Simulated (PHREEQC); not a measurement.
A solution holds 0.2 mol KF per kg of water, at 25 °C. Closed to the air; pH follows from the charge balance.

Model: ion-association model, phreeqc.dat, run in PHREEQC.

```yaml
pH: 8.20
ionic_strength: 0.200 mol/kgw
activity_of_water: 0.993
specific_conductance: 20300 µS/cm
density: 1.007 g/cm³
```

| species | molality | activity | log γ |
|---|---|---|---|
| F- | 0.200 | 0.141 | -0.151 |
| K+ | 0.200 | 0.142 | -0.148 |
| OH- | 2.26e-6 | 1.59e-6 | -0.151 |
| HF | 1.28e-6 | 1.34e-6 | 0.020 |
| HF2- | 9.71e-7 | 7.25e-7 | -0.127 |
| H+ | 7.90e-9 | 6.30e-9 | -0.098 |

This is a speciation only: nothing precipitates in the calculation. Complexes and solids missing from the database can't appear.
